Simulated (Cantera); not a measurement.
A perfectly stirred reactor is fed with C₂H₆ : N₂ = 1 : 3.9 (molar parts), at 0.110 bar; it is held at 1750 K, and followed from long to short residence time.

Computed with Cantera and GRI-Mech 3.0 (53 species, 325 reactions). GRI-Mech 3.0 stops at C3 and has no aromatics, soot or wall deposition, so with more carbon than oxygen in the feed, carbon stays in small species such as C2H2 where larger ones or solid carbon would form.

One state of this run: x C₂H₆ = 0.00411; x HCN = 3.24e-6; x C₂H = 3.74e-6; x CH₃ = 0.00701; x H₂ = 0.191; x CH₂ = 1.69e-5; x H = 0.000977. x: mole fraction; the columns are a selection and need not sum to one.

Q: Which value of τ (s) does it belong to?
(A) 0.00076
(B) 0.019
(C) 0.0022
(D) 4.3

A: C, 0.0022
